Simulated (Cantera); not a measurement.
A perfectly stirred reactor is fed with 7.08 % CH4, 6.02 % H2, 18.3 % O2, 68.6 % N2, equivalence ratio 0.94, at 1.00 atm; it is adiabatic with a 723 K inlet, and is followed from long to short residence time, starting on the burning branch (τ in s: 0.047, 0.024, 0.012, 0.0059, 0.003, 0.0015, 0.00075, 0.00037, 0.00019, 9.4e-05, 4.7e-05).

Cantera simulation using GRI-Mech 3.0 (53 species, 325 reactions); the numbers are that mechanism's predictions, not measurements.

x: mole fraction; the columns are a selection and need not sum to one.

```
τ (s)    T (K)     x CH4     x H2    x O2   x CH2CO    x C2H2
-------  -----  --------  -------  ------  --------  --------
0.047     2415   1.97e-6  0.00659  0.0164  2.78e-10  8.38e-11
0.024     2409   3.65e-6  0.00689  0.0171  5.51e-10  2.60e-10
0.012     2396   6.71e-6  0.00745  0.0181   1.12e-9  7.57e-10
0.0059    2371         …        …  0.0194         …         …
0.0030    2334   2.03e-5  0.00990  0.0211   4.48e-9   4.06e-9
0.0015    2282   3.42e-5   0.0119  0.0231   8.48e-9   7.85e-9
0.00075   2218         …        …       …         …         …
0.00037   2144  0.000103   0.0167  0.0281   3.14e-8   3.14e-8
0.00019   2070  0.000185   0.0190  0.0309   6.52e-8   7.02e-8
9.4e-5    1992  0.000367   0.0212  0.0345   1.64e-7   1.94e-7
4.7e-5    1914  0.000791   0.0235  0.0397   5.17e-7   6.63e-7
```

Problem. Fill in the missing entries.

Solution. 
- 0.0059, x CH4: 1.21e-5
- 0.0059, x H2: 0.00844
- 0.0059, x CH2CO: 2.32e-9
- 0.0059, x C2H2: 1.93e-9
- 0.00075, x CH4: 5.81e-5
- 0.00075, x H2: 0.0142
- 0.00075, x O2: 0.0255
- 0.00075, x CH2CO: 1.59e-8
- 0.00075, x C2H2: 1.51e-8
